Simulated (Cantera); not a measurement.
Feed: 1 mol Cr, 0.83 mol NH₃, 32 mol H₂, at 1 atm.

Method: chemical equilibrium by Gibbs-energy minimisation in Cantera with the NASA 1993 tables (ideal gas, pure condensed phases). Candidate condensed phases: Cr, CrN, Cr₂N; 11 gas species. Equilibrium is a limit: real reactors are often held back by kinetics, nucleation or transport.

Question: At 1800 K, list the 4 most abundant gas species with their mole fractions, and the condensed phases.

Answer: H₂ 0.987, N₂ 0.0123, H 0.000353, Cr 9.15e-5. Condensed: Cr(s).
